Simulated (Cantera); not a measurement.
Feed: 1 mol B₂H₆, 0.11 mol O₂, 4.8 mol H₂, at 0.000650 bar.

Cantera equilibrium calculation (NASA polynomials, part measured and part estimated; ideal gas, pure solids and liquids). Candidate condensed phases: B, B₂O₃, B₃O₃H₃, H₂O; 23 gas species. The feed counts by its element totals alone. Mutual solubility and eutectic melting of coexisting phases are not modelled. The tables' values for BH₂ are old estimates; treat these amounts as uncertain. Kinetics and transport are ignored.

x: gas mole fraction; n: condensed amount in mol.

| T (K) | x H₂ | x H | x HBO | x BO | x B₂O₂ | x B₂O₃ | n B(s) | n B₂O₃(l) |
|---|---|---|---|---|---|---|---|---|
| 1223 | 0.996 | 1.18e-5 | 0.00341 | 1.68e-6 | 0.000220 | 2.96e-5 | 1.84 | 0.0615 |
| 1298 | 0.987 | 4.17e-5 | 0.0109 | 1.68e-5 | 0.00170 | 0.000271 | 1.81 | 0.0314 |
| 1373 | 0.977 | 0.000129 | 0.0184 | 7.74e-5 | 0.00377 | 0.000418 | 1.78 | 0 |
| 1448 | 0.976 | 0.000357 | 0.0198 | 0.000205 | 0.00348 | 0.000188 | 1.78 | 0 |
| 1523 | 0.975 | 0.000895 | 0.0207 | 0.000480 | 0.00309 | 8.53e-5 | 1.78 | 0 |
| 1598 | 0.973 | 0.00206 | 0.0212 | 0.00102 | 0.00268 | 3.97e-5 | 1.78 | 0 |
| 1673 | 0.970 | ___ | 0.0211 | ___ | ___ | ___ | 1.78 | 0 |
| 1748 | 0.965 | ___ | 0.0204 | ___ | ___ | ___ | 1.78 | 0 |
| 1823 | 0.957 | 0.0166 | 0.0190 | 0.00572 | 0.00137 | 3.66e-6 | 1.78 | 0 |
| 1898 | 0.944 | 0.0298 | 0.0168 | 0.00849 | 0.000953 | 1.45e-6 | 1.78 | 0 |
| 1973 | 0.922 | 0.0508 | 0.0140 | 0.0115 | 0.000606 | 5.18e-7 | 1.77 | 0 |

### Question
What belongs in the gaps?

### Answer

- 1673, x H: 0.00440
- 1673, x BO: 0.00198
- 1673, x B₂O₂: 0.00226
- 1673, x B₂O₃: 1.86e-5
- 1748, x H: 0.00880
- 1748, x BO: 0.00352
- 1748, x B₂O₂: 0.00181
- 1748, x B₂O₃: 8.48e-6
